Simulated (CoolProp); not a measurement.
A single-stage vapour-compression cycle with hydrogen chloride: evaporating at 254.15 K (dew point), condensing at 291.15 K (bubble point), superheat 0 K, subcooling 0 K, compressor efficiency 0.75, no pressure losses. Each further row changes one setting.

Values from CoolProp's reference Helmholtz-energy equation of state, Thol 2018.

```csv
case,cooling COP,pressure ratio,discharge temperature (K),refrigerating effect (kJ/kg),volumetric capacity (kJ/m³)
as stated,3.91,2.65,348.7,277,8830
evaporating temperature 259.15 K,4.71,2.29,338.0,276,10300
condensing temperature 286.15 K,4.70,2.36,335.5,288,9190
subcooling 5 K,4.07,2.65,348.7,288,9200
superheat 10 K,3.80,2.65,365.2,289,8610
compressor efficiency 0.65,3.39,2.65,358.6,277,8830
```
